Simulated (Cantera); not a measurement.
A closed system holds: 1 mol SiF4, 0.13 mol NO, 1.4 mol N2, at 600 K and 5.18 Torr.

Cantera equilibrium calculation (NASA polynomials, part measured and part estimated; ideal gas, pure solids and liquids). Candidate condensed phases: Si, SiO2, Si2N2O, Si3N4; 28 gas species. Rates play no part.

Q: What is the equilibrium state?

A: 
| Quantity | Value |
|---|---|
| x(N2) | 0.579 |
| x(SiF4) | 0.395 |
| x(O2) | 0.0257 |
| gas amount | 2.530 mol |
| log10 activity of Si(s) (absent) | -66.01 |
